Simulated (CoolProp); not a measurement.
Vapour-liquid equilibrium of n-heptane (1) + toluene (2) at 0.0374 MPa; x and y are mole fractions of (1).

The numbers come from the multi-fluid Helmholtz-energy mixture model, Span 2003 and Lemmon 2006; pair parameters Bell 2016 in CoolProp.

```json
[
 {"x": "0.05", "bubble temperature, mixture model (°C)": "77.4", "bubble temperature, Raoult's law (°C)": "78.2", "y, mixture model": "0.097", "y, Raoult's law": "0.072"},
 {"x": "0.125", "bubble temperature, mixture model (°C)": "75.5", "bubble temperature, Raoult's law (°C)": "77.2", "y, mixture model": "0.215", "y, Raoult's law": "0.174"},
 {"x": "0.2", "bubble temperature, mixture model (°C)": "74.1", "bubble temperature, Raoult's law (°C)": "76.3", "y, mixture model": "0.311", "y, Raoult's law": "0.270"},
 {"x": "0.275", "bubble temperature, mixture model (°C)": "72.9", "bubble temperature, Raoult's law (°C)": "75.4", "y, mixture model": "0.391", "y, Raoult's law": "0.359"},
 {"x": "0.35", "bubble temperature, mixture model (°C)": "71.9", "bubble temperature, Raoult's law (°C)": "74.5", "y, mixture model": "0.463", "y, Raoult's law": "0.444"},
 {"x": "0.425", "bubble temperature, mixture model (°C)": "71.1", "bubble temperature, Raoult's law (°C)": "73.6", "y, mixture model": "0.528", "y, Raoult's law": "0.523"},
 {"x": "0.5", "bubble temperature, mixture model (°C)": "70.4", "bubble temperature, Raoult's law (°C)": "72.8", "y, mixture model": "0.589", "y, Raoult's law": "0.597"},
 {"x": "0.575", "bubble temperature, mixture model (°C)": "69.8", "bubble temperature, Raoult's law (°C)": "72.0", "y, mixture model": "0.649", "y, Raoult's law": "0.668"},
 {"x": "0.65", "bubble temperature, mixture model (°C)": "69.3", "bubble temperature, Raoult's law (°C)": "71.2", "y, mixture model": "0.708", "y, Raoult's law": "0.734"},
 {"x": "0.725", "bubble temperature, mixture model (°C)": "68.9", "bubble temperature, Raoult's law (°C)": "70.4", "y, mixture model": "0.767", "y, Raoult's law": "0.797"},
 {"x": "0.8", "bubble temperature, mixture model (°C)": "68.5", "bubble temperature, Raoult's law (°C)": "69.7", "y, mixture model": "0.828", "y, Raoult's law": "0.856"},
 {"x": "0.875", "bubble temperature, mixture model (°C)": "68.2", "bubble temperature, Raoult's law (°C)": "68.9", "y, mixture model": "0.891", "y, Raoult's law": "0.913"},
 {"x": "0.95", "bubble temperature, mixture model (°C)": "67.9", "bubble temperature, Raoult's law (°C)": "68.2", "y, mixture model": "0.955", "y, Raoult's law": "0.966"}
]
```

The largest gap from Raoult's law is -2.6 K in bubble temperature, at x = 0.35. No azeotrope shows between x = 0.05 and 0.95.

The pair parameters rest on a limited set of measurements; away from them the model extrapolates.
